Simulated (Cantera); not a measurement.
Input (Python, Cantera):

```python
import numpy as np
import cantera as ct

gas = ct.Solution("h2o2.yaml")
gas.TPX = 325, 82000, {'H2': 1, 'O2': 0.263, 'N2': 1.11, 'H2O': 0.097}
flame = ct.FreeFlame(gas, width=0.046)
flame.set_refine_criteria(ratio=3, slope=0.08, curve=0.16)
flame.transport_model = "mixture-averaged"
flame.solve(loglevel=0, auto=True)
z, T = flame.grid, flame.T
thick = (T[-1] - T[0]) / np.gradient(T, z).max()
show = ['H2', 'O2', 'H2O', 'HO2', 'O', 'H2O2']
print(f"laminar burning velocity  {flame.velocity[0] * 100:.3f} cm/s")
print(f"burnt temperature         {T[-1]:.1f} K")
print(f"thermal thickness         {thick * 1e3:.4f} mm")
print(f"grid points               {len(z)}")
z0 = z[flame.heat_release_rate.argmax()]
print(f"{'z/mm':>9s}{'T/K':>9s}{'u/(m/s)':>9s}" + "".join(f"{s:>11s}" for s in show))
rows = []
for k in (-3, -2, -1.5, -1, -0.5, -0.25, 0, 0.25, 0.5, 1, 2, 4, 8):
    zz = z0 + k * thick
    rows.append([k * thick, np.interp(zz, z, T), np.interp(zz, z, flame.velocity),
                 *(np.interp(zz, z, flame.X[gas.species_index(s)]) for s in show)])
    print(f"{rows[-1][0] * 1e3:9.3f}{rows[-1][1]:9.1f}{rows[-1][2]:9.3f}" + "".join(f"{x:11.3e}" for x in rows[-1][3:]))
```

Output:

```
laminar burning velocity  280.252 cm/s
burnt temperature         1944.3 K
thermal thickness         0.4152 mm
grid points               120
     z/mm      T/K  u/(m/s)         H2         O2        H2O        HO2          O       H2O2
   -1.246    325.0    2.803  4.049e-01  1.065e-01  3.927e-02  1.132e-12  3.152e-13  1.101e-13
   -0.830    325.0    2.803  4.049e-01  1.065e-01  3.927e-02  1.373e-10  1.937e-11  1.379e-11
   -0.623    325.0    2.803  4.048e-01  1.065e-01  3.927e-02  3.020e-09  2.581e-10  3.073e-10
   -0.415    325.2    2.804  4.046e-01  1.065e-01  3.929e-02  1.021e-07  5.008e-09  1.058e-08
   -0.208    341.4    2.922  3.998e-01  1.073e-01  3.990e-02  5.164e-05  7.532e-07  5.895e-06
   -0.104    540.4    4.507  3.747e-01  1.044e-01  5.360e-02  3.806e-04  6.603e-05  8.865e-05
    0.000    930.8    7.548  3.184e-01  8.554e-02  1.026e-01  1.223e-04  7.110e-04  2.444e-05
    0.104   1231.3    9.855  2.488e-01  4.915e-02  1.762e-01  5.072e-05  2.305e-03  1.752e-06
    0.208   1402.2   11.179  2.016e-01  1.827e-02  2.347e-01  1.742e-05  2.163e-03  9.097e-07
    0.415   1539.8   12.211  1.816e-01  1.927e-03  2.672e-01  1.709e-06  9.177e-04  5.107e-07
    0.830   1645.6   12.962  1.870e-01  3.984e-04  2.722e-01  3.588e-07  5.746e-04  3.182e-07
    1.661   1741.9   13.627  1.944e-01  2.162e-04  2.750e-01  1.984e-07  3.393e-04  1.698e-07
    3.322   1820.1   14.154  2.006e-01  1.025e-04  2.776e-01  1.011e-07  1.649e-04  8.130e-08
```

Computed with Cantera and the H2/O2 subset of GRI-Mech 3.0, which has no nitrogen chemistry. Burning velocities carry a grid error of a few per cent, more on coarse grids.
